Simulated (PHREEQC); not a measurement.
Make-up at 10 °C: 8.4 mmol/kgw KH2PO4, 7.5 mmol/kgw KOH and 0.52 mmol/kgw KCl. Closed to the air; pH follows from the charge balance.

Computed with PHREEQC (ion-association model, phreeqc.dat).

Task: The ionic strength comes out as 0.0237 mol/kgw. What activity coefficients do H2PO4-, Cl-, HPO4-2, KHPO4-, K+ get?

Result: H2PO4- 0.87, Cl- 0.86, HPO4-2 0.57, KHPO4- 0.87, K+ 0.86.

This is a speciation only: nothing precipitates in the calculation. Constants without temperature data keep their 25 °C values here.
